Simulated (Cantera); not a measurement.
Cantera run:

```python
import numpy as np
import cantera as ct

gas_names = """
    Fe2CL6 CL2
""".split()
cond_names = """
    Fe(a) Fe(c) Fe(d) Fe(L) FeCL2(s) FeCL2(L)
""".split()


# ... load() reads the species with a 1 bar reference pressure and builds the phases ...
species = {s.name: s for s in load("nasa_gas.yaml", gas_names) + load("nasa_condensed.yaml", cond_names)}
# Each term lists the table entries of one substance; the one whose range holds T is used.
reactions = {
    'Fe + Fe2Cl6(g) = 3 FeCl2':
        [(-1, ['Fe(a)', 'Fe(c)', 'Fe(d)', 'Fe(L)']), (-1, ['Fe2CL6']), (3, ['FeCL2(s)', 'FeCL2(L)'])],
    '2 FeCl2 + Cl2(g) = Fe2Cl6(g)':
        [(-2, ['FeCL2(s)', 'FeCL2(L)']), (-1, ['CL2']), (1, ['Fe2CL6'])],
}


def pick(names, T):
    return next(species[n] for n in names if species[n].thermo.min_temp <= T <= species[n].thermo.max_temp)


results = []
for label, terms in reactions.items():
    print(label)
    print("     T/K   dH/kJ  dS/(J/K)   dG/kJ   log10 K")
    for T in [300, 823, 873, 923, 973, 1023, 1073, 1123, 1173, 1223, 1273]:
        used = [(nu, pick(names, T)) for nu, names in terms]
        dH = sum(nu * s.thermo.h(T) for nu, s in used) / 1e6
        dS = sum(nu * s.thermo.s(T) for nu, s in used) / 1e3
        dG = dH - T * dS / 1e3
        logK = -dG * 1e6 / (ct.gas_constant * T * np.log(10))
        results.append((label, T, dH, dS, dG, logK, [s.name for _, s in used]))
        print(f"{T:8g} {dH:8.1f} {dS:8.1f} {dG:8.1f} {logK:8.2f}")
```

Result:

```
Fe + Fe2Cl6(g) = 3 FeCl2
     T/K   dH/kJ  dS/(J/K)   dG/kJ   log10 K
     300   -371.1   -210.2   -308.0    53.63
     823   -352.3   -174.7   -208.5    13.23
     873   -350.5   -172.6   -199.8    11.96
     923   -348.8   -170.6   -191.3    10.82
     973   -217.1    -32.1   -185.9     9.98
    1023   -213.6    -28.5   -184.4     9.42
    1073   -211.0    -26.1   -183.0     8.91
    1123   -207.2    -22.6   -181.8     8.46
    1173   -202.8    -18.8   -180.8     8.05
    1223   -199.3    -15.8   -179.9     7.68
    1273   -194.8    -12.2   -179.2     7.35
2 FeCl2 + Cl2(g) = Fe2Cl6(g)
     T/K   dH/kJ  dS/(J/K)   dG/kJ   log10 K
     300     29.3     77.9      5.9    -1.03
     823     18.3     57.8    -29.3     1.86
     873     16.9     56.2    -32.2     1.92
     923     15.5     54.6    -34.9     1.98
     973    -72.7    -38.2    -35.5     1.91
    1023    -75.7    -41.2    -33.5     1.71
    1073    -78.7    -44.0    -31.4     1.53
    1123    -81.6    -46.8    -29.1     1.36
    1173    -84.6    -49.4    -26.7     1.19
    1223    -87.6    -51.8    -24.2     1.03
    1273    -90.6    -54.2    -21.6     0.88
```

Source: NASA polynomial tables (part measured, part estimated), evaluated in Cantera. Condensed species are held in their standard states even where they would react or evaporate.
